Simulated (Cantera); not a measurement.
Sublimation and decomposition of ceramics: TiC + C + H2

Charge: 1 mol TiC, 0.023 mol C, 0.081 mol H2, equilibrated at 1648 K and 82000 Pa.

These are equilibrium values from Cantera (NASA tables, ideal gas, pure condensed phases), not measurements of a reactor. Candidate condensed phases: C, C6H6, C7H8, C8H18, Ti, TiC; 77 gas species. TiC: taken at fixed stoichiometry. Rates play no part.

```json
{
 "x(H2)": "0.999",
 "x(CH4)": "0.00110",
 "x(H)": "9.83e-5",
 "x(C2H2 (acetylene))": "4.47e-5",
 "x(C2H4)": "2.71e-6",
 "x(CH3)": "2.20e-6",
 "n(C(graphite))": "0.0229 mol",
 "n(TiC(s))": "1.00 mol",
 "gas_amount": "0.08092 mol",
 "log10 activity of Ti(β) (absent)": "-5.18"
}
```
